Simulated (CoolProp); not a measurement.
Vapour-liquid equilibrium of R1234yf (1) + isobutane (2) at 0.0775 MPa; x and y are mole fractions of (1).

Values from CoolProp's multi-fluid Helmholtz-energy mixture model, Lemmon 2022 and Bücker 2006; pair parameters Bell 2016.

```
x     bubble temperature (K)  y at the bubble point  dew temperature at overall composition x (K)  liquid density (mol/L)
----  ----------------------  ---------------------  --------------------------------------------  ----------------------
0.05                   249.1                  0.246                                         253.7                   10.45
0.15                   243.1                  0.464                                         251.4                   10.56
0.25                   240.4                  0.558                                         249.0                   10.63
0.35                   239.0                  0.610                                         246.3                   10.69
0.45                   238.1                  0.648                                         243.5                   10.75
0.55                   237.6                  0.683                                         240.6                   10.81
0.65                   237.1                  0.721                                         238.1                   10.89
0.75                   236.9                  0.770                                         237.0                   10.98
0.85                   236.9                  0.836                                         236.9                   11.07
0.95                   237.3                  0.933                                         237.4                   11.17
```

y crosses x between x = 0.75 and 0.85: the model has an azeotrope there.

Pair parameters are fitted to limited data, so mixtures are less certain than the pure fluids.
